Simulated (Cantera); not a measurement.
Charge: 1 mol Al2O3, 0.66 mol H2O, held at 2202 °C and 593 Torr.

Method: chemical equilibrium by Gibbs-energy minimisation in Cantera with the NASA 1993 tables (ideal gas, pure condensed phases). Candidate condensed phases: Al, Al2O3, H2O; 19 gas species. Gases not in the tables: Al(OH)3. Equilibrium is a limit: real reactors are often held back by kinetics, nucleation or transport.

Base state: H2O 0.912, H2 0.0426, OH 0.0225, O2 0.0161, H 0.00522, O 0.00182, AlO2H 6.15e-5 (mole fractions); condensed: Al2O3(l).

Question: What changes in the equilibrium state with this change: temperature from 2202 °C to 1325 °C?

Answer: 
```csv
species,before,after
H2O,0.912,0.999
H2,0.0426,0.000491
O2,0.0161,0.000220
OH,0.0225,0.000105
AlO2H,6.15e-5,<1e-9
O,0.00182,2.36e-7
H,0.00522,1.33e-6
"Al2O3(l), mol",1.000,0
"Al2O3(s), mol",0,1.00
```

Question: What changes in the equilibrium state with this change: temperature from 2202 °C to 727 °C?

Answer: 
| species | before | after |
|---|---|---|
| H2O | 0.912 | 1.00 |
| H2 | 0.0426 | 2.70e-7 |
| O2 | 0.0161 | 1.32e-7 |
| OH | 0.0225 | 1.09e-8 |
| AlO2H | 6.15e-5 | <1e-9 |
| H | 0.00522 | <1e-9 |
| O | 0.00182 | <1e-9 |
| Al2O3(l), mol | 1.000 | 0 |
| Al2O3(s), mol | 0 | 1.00 |
